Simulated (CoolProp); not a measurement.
Saturation properties of acetone (Tc = 508.1 K, pc = 4692 kPa, ω = 0.307).

Computed with CoolProp (reference Helmholtz-energy equation of state, Lemmon 2006). It is a short technical equation, of lower accuracy than the large ones.

| T (K) | p (kPa) | enthalpy of vaporisation (kJ/kg) | liquid cp (kJ/(kg K)) |
|---|---|---|---|
| 378.4 | 425.2 | 441.7 | 2.412 |
| 389.3 | 553.2 | 426.5 | 2.464 |
| 400.2 | 708.7 | 410.4 | 2.520 |
| 411.1 | 895.3 | 393.2 | 2.584 |
| 422.1 | 1119 | 374.4 | 2.658 |
| 433 | 1380 | 354.3 | 2.744 |
| 443.9 | 1685 | 332.1 | 2.850 |
| 454.8 | 2038 | 307.4 | 2.986 |
| 465.8 | 2449 | 279.2 | 3.176 |
| 476.7 | 2918 | 246.6 | 3.470 |

It boils at 329.2 K under 1 atm.
